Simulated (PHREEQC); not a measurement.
A PHREEQC speciation (ion-association model, phreeqc.dat) at 85 °C gives pH 3.65 and these molalities:

```json
[
 {"species": "Cl-", "mol/kgw": "0.0142"},
 {"species": "Zn+2", "mol/kgw": "0.00644"},
 {"species": "ZnCl+", "mol/kgw": "0.00120"},
 {"species": "H+", "mol/kgw": "0.000256"},
 {"species": "SO4-2", "mol/kgw": "7.62e-5"},
 {"species": "ZnSO4", "mol/kgw": "4.88e-5"},
 {"species": "ZnCl2", "mol/kgw": "1.56e-5"},
 {"species": "HSO4-", "mol/kgw": "4.96e-6"},
 {"species": "ZnOH+", "mol/kgw": "8.81e-7"},
 {"species": "ZnCl3-", "mol/kgw": "3.36e-7"},
 {"species": "Zn(SO4)2-2", "mol/kgw": "2.11e-8"}
]
```

Question: What are the element totals, and what could have been dissolved in 1 kg of water to give them?

Answer: This is not unique; one that fits is totals Cl 0.0154, S(6) 0.000130, Zn 0.00770 mol/kgw, from 7.7 mmol/kgw ZnCl2 and 0.13 mmol/kgw H2SO4.

No solid was allowed to form. Species that the database lacks are ignored. Constants without temperature data keep their 25 °C values here.
